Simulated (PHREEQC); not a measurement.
Dissolve 0.00045 mol CaSO4 and 0.007 mol Na2HPO4 per kg of water at 25 °C. Closed to the air; pH follows from the charge balance.

The numbers come from PHREEQC with the ion-association model, wateq4f.dat.

```
Quantity                   Value
----------------  --------------
pH                          8.60
ionic strength    0.0211 mol/kgw
total alkalinity     7.00 meq/kg
```

| species | molality | activity | log γ |
|---|---|---|---|
| Na+ | 0.0139 | 0.0121 | -0.061 |
| HPO4-2 | 0.00641 | 0.00369 | -0.239 |
| SO4-2 | 0.000429 | 0.000247 | -0.240 |
| H2PO4- | 0.000171 | 0.000149 | -0.059 |
| CaPO4- | 0.000165 | 0.000144 | -0.059 |
| CaHPO4 | 0.000152 | 0.000152 | 0.002 |
| Ca+2 | 0.000130 | 7.53e-5 | -0.236 |
| NaHPO4- | 9.96e-5 | 8.70e-5 | -0.059 |
| NaSO4- | 1.71e-5 | 1.49e-5 | -0.059 |
| OH- | 4.61e-6 | 3.98e-6 | -0.064 |
| CaSO4 | 3.69e-6 | 3.71e-6 | 0.002 |

No solid was allowed to form. Saturation is exceeded, for instance for Hydroxyapatite; the values hold only as long as no solid forms. H3PO4, which wateq4f.dat lacks, is added to it with the constant of phreeqc.dat.
